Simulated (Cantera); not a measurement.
A freely propagating, adiabatic, planar premixed flame of 22.6 % H2, 16.1 % O2, 60.7 % N2, 0.677 % H2O, unburnt at 500 K and 13300 Pa; mixture-averaged transport, grid criteria slope 0.08 and curve 0.16, no radiation.

Model: the H2/O2 subset of GRI-Mech 3.0, which has no nitrogen chemistry, integrated in Cantera. Burning velocities carry a grid error of a few per cent, more on coarse grids.

Q: Predict: laminar burning velocity; thermal thickness; peak x(HO2); peak x(O); peak x(H).

A: 
| Item | Result |
|---|---|
| laminar burning velocity | 334 cm/s |
| thermal thickness | 5.87 mm |
| peak x(HO2) | 8.18e-5 |
| peak x(O) | 0.0152 |
| peak x(H) | 0.0497 |
